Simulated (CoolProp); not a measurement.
Hydrogen chloride at 298.15 K and 13.7 MPa is throttled through a valve to 8.55 MPa with no heat exchange. Each further row changes one setting.

Values from CoolProp's reference Helmholtz-energy equation of state, Thol 2018.

```json
[
 {"case": "as stated", "temperature change (K)": "(withheld)", "final phase": "liquid", "final density (kg/m³)": "(withheld)"},
 {"case": "outlet pressure 2.56 MPa", "temperature change (K)": "(withheld)", "final phase": "(withheld)", "final density (kg/m³)": "(withheld)"},
 {"case": "outlet pressure 11.1 MPa", "temperature change (K)": "(withheld)", "final phase": "liquid", "final density (kg/m³)": "(withheld)"}
]
```

Problem. What belongs in the gaps?

Solution. 
- as stated, temperature change (K): -1.5
- as stated, final density (kg/m³): 857
- outlet pressure 2.56 MPa, temperature change (K): -25.4
- outlet pressure 2.56 MPa, final phase: two-phase, vapour fraction 0.151
- outlet pressure 2.56 MPa, final density (kg/m³): 274
- outlet pressure 11.1 MPa, temperature change (K): -0.7
- outlet pressure 11.1 MPa, final density (kg/m³): 871
